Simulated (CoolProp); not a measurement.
A single-stage vapour-compression cycle with sulfur dioxide: evaporating at 299.15 K (dew point), condensing at 347.15 K (bubble point), superheat 8 K, subcooling 2 K, compressor efficiency 0.75, no pressure losses. Each further row changes one setting.

Values from CoolProp's reference Helmholtz-energy equation of state, Gao 2016.

| case | cooling COP | pressure ratio | discharge temperature (K) | refrigerating effect (kJ/kg) | volumetric capacity (kJ/m³) |
|---|---|---|---|---|---|
| as stated | 3.85 | 3.86 | 430.1 | 295 | 3200 |
| evaporating temperature 304.15 K | 4.45 | 3.28 | 420.0 | 297 | 3760 |
| condensing temperature 342.15 K | 4.39 | 3.41 | 417.9 | 302 | 3280 |
| subcooling 7 K | 3.95 | 3.86 | 430.1 | 302 | 3280 |
| superheat 18 K | 3.79 | 3.86 | 443.4 | 302 | 3150 |
| compressor efficiency 0.65 | 3.34 | 3.86 | 445.2 | 295 | 3200 |
